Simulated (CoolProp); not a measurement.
Carbonyl sulfide along the isotherm 177.25 °C: Z from the reference equation and from simpler models built on Tc = 105.6 °C, pc = 6.369 MPa, ω = 0.098; each cubic takes its own stable root.

Model: reference Helmholtz-energy equation of state, Lemmon 2006, in CoolProp. It is a short technical equation, of lower accuracy than the large ones.

```tsv
p (MPa)	phase	reference
0.158	gas	0.9952
0.3	gas	0.9908
0.568	gas	0.9825
1.08	gas	0.9665
2.04	gas	0.9357
3.87	gas	0.8740
7.34	supercritical	0.7462
13.9	supercritical	0.5352
26.4	supercritical	0.6167
50	supercritical	0.9552
```

How far does each simpler model (Redlich-Kwong, Soave-Redlich-Kwong) lie from the reference over these 10 states: mean and median of the absolute difference, and the worst?


- Redlich-Kwong: mean 1.5 %, median 0.4 %, worst +6.2 % at 177.25 °C and 26.4 MPa
- Soave-Redlich-Kwong: mean 2.4 %, median 0.1 %, worst +9.3 % at 177.25 °C and 13.9 MPa
